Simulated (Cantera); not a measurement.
A perfectly stirred reactor is fed with NH3 : N2 = 1 : 0.18 (molar parts), at 0.0132 atm; it is held at 1425 K, and followed from long to short residence time.

Model: the gas-phase N/H chemistry of the illustrative SiF4/NH3 mechanism in the Surface Chemkin manual (1991), integrated in Cantera. Walls and surfaces, which speed up NH3 decomposition in real reactors, are not modelled.

Task: What does this change do: temperature 1425 to 1750 K?

Result: 
| quantity | before | after |
|---|---|---|
| x(NH3) at τ = 0.700 s | 0.847 | 0.801 |
| x(N) at τ = 0.700 s | 2.75e-12 | 5.57e-8 |
| x(N2H4) at τ = 0.700 s | 2.05e-9 | 1.43e-8 |
| x(NH) at τ = 0.700 s | 1.99e-8 | 3.10e-6 |
| x(N2) at τ = 0.700 s | 0.153 | 0.161 |
| x(NH3) at τ = 19.0 ms | 0.847 | 0.847 |
| x(N) at τ = 19.0 ms | <1e-12 | 2.87e-10 |
| x(N2H4) at τ = 19.0 ms | 1.84e-12 | 2.33e-9 |
| x(NH) at τ = 19.0 ms | 2.46e-11 | 4.86e-7 |
| x(N2) at τ = 19.0 ms | 0.153 | 0.153 |
